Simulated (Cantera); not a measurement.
Input (Python, Cantera):

```python
import numpy as np
import cantera as ct

gas = ct.Solution("gri30.yaml", transport_model="multicomponent")
show = ['NO', 'NH3', 'C2H2']

rows = []
print(f"{'T/K':>7s}{'rho':>11s}{'cp':>10s}{'mu':>11s}{'lambda':>11s}{'Pr':>7s}" + "".join(f"{'D_' + s:>11s}" for s in show))
for T in [400, 600, 800, 1000, 1200, 1400, 1600]:
    gas.TPX = T, 98000, {'H2O': 0.38, 'N2O': 0.32}
    Pr = gas.cp_mass * gas.viscosity / gas.thermal_conductivity
    D = [gas.mix_diff_coeffs_mole[gas.species_index(s)] for s in show]
    rows.append([gas.density, gas.cp_mass, gas.viscosity, gas.thermal_conductivity, Pr, *D])
    print(f"{T:7g}{gas.density:11.4e}{gas.cp_mass:10.1f}{gas.viscosity:11.4e}"
          f"{gas.thermal_conductivity:11.4e}{Pr:7.3f}" + "".join(f"{d:11.4e}" for d in D))
print("SI units: kg/m3, J/kg/K, Pa s, W/m/K, m2/s")
```

It prints:

```
    T/K        rho        cp         mu     lambda     Pr       D_NO      D_NH3     D_C2H2
    400 8.8105e-01    1275.1 1.7257e-05 3.2433e-02  0.678 3.2732e-05 3.2631e-05 2.6034e-05
    600 5.8737e-01    1400.5 2.5185e-05 5.2234e-02  0.675 6.7944e-05 7.2740e-05 5.5480e-05
    800 4.4052e-01    1505.1 3.2430e-05 7.2430e-02  0.674 1.1233e-04 1.2604e-04 9.3091e-05
   1000 3.5242e-01    1594.1 3.9113e-05 9.2694e-02  0.673 1.6480e-04 1.9087e-04 1.3781e-04
   1200 2.9368e-01    1667.6 4.5337e-05 1.1271e-01  0.671 2.2466e-04 2.6605e-04 1.8896e-04
   1400 2.5173e-01    1731.9 5.1179e-05 1.3244e-01  0.669 2.9139e-04 3.5071e-04 2.4604e-04
   1600 2.2026e-01    1787.7 5.6698e-05 1.5175e-01  0.668 3.6462e-04 4.4418e-04 3.0869e-04
SI units: kg/m3, J/kg/K, Pa s, W/m/K, m2/s
```

Detailed kinetics in Cantera: GRI-Mech 3.0 (53 species, 325 reactions). Polar gases are described roughly by these parameters. The composition is frozen, though it would react at the higher temperatures.
